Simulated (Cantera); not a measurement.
# Carbon deposition, reforming and gasification: C2H6 + CO2 + N2

Charge: 1 mol C2H6, 2.3 mol CO2, 0.72 mol N2, at 525 K and 0.100 bar.

Method: chemical equilibrium by Gibbs-energy minimisation in Cantera with the NASA 1993 tables (ideal gas, pure condensed phases). Candidate condensed phases: C, C6H6, C7H8, C8H18, H2O; 136 gas species. Equilibrium is a limit: real reactors are often held back by kinetics, nucleation or transport.

```yaml
x(H2O): 0.474
x(CO2): 0.265
x(N2): 0.157
x(CH4): 0.0764
x(H2): 0.0278
x(CO): 0.000179
x(NH3): 3.28e-5
n(C(graphite)): 2.74 mol
gas_amount: 4.584 mol
```
